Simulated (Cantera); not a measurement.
A closed system holds: 1 mol Cr, 0.94 mol NH3, 2.7 mol N2, at 2125 °C and 3.20e-5 bar.

Method: chemical equilibrium by Gibbs-energy minimisation in Cantera with the NASA 1993 tables (ideal gas, pure condensed phases). Candidate condensed phases: Cr, CrN, Cr2N; 11 gas species. Equilibrium is a limit: real reactors are often held back by kinetics, nucleation or transport.

Q: What is the equilibrium state?

A: 
```
Item                                 Result
--------------------------------  ---------
x(N2)                                 0.462
x(H)                                  0.375
x(Cr)                                 0.146
x(H2)                                0.0181
x(N)                                1.31e-5
gas amount                        6.866 mol
log10 activity of Cr(l) (absent)      -3.93
```
